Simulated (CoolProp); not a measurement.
The fluid at 471.24 K and 1.95 MPa flows at 1 m/s in a round tube of 1 mm bore and 45 µm roughness, fully developed (64/Re and Nu = 3.66 if laminar; Colebrook and Gnielinski if turbulent). The same conditions are run with several fluids, on thermodynamics alone (safety and materials aside).

Model: reference Helmholtz-energy equation of state of each fluid (toluene: Lemmon 2006; n-heptane: Span 2003; n-octane: Beckmüller 2019; ethylbenzene: Zhou 2012), in CoolProp.

Task: Rank toluene, n-heptane, n-octane, ethylbenzene by Reynolds number, highest first.

Result: n-heptane (5400), toluene (4800), ethylbenzene (4540), n-octane (4490)

| fluid | Darcy friction factor | pressure drop (Pa/m) | heat-transfer coefficient (W/(m² K)) | mass flow (kg/h) |
|---|---|---|---|---|
| toluene | 0.0730 | 24900 | 4260 | 1.93 |
| n-heptane | 0.0725 | 18300 | 4320 | 1.43 |
| n-octane | 0.0733 | 19800 | 3750 | 1.53 |
| ethylbenzene | 0.0732 | 25600 | 4170 | 1.98 |

Transport values come from each fluid's own correlations; those of ethylbenzene are estimates that may be off by 10 % or more.
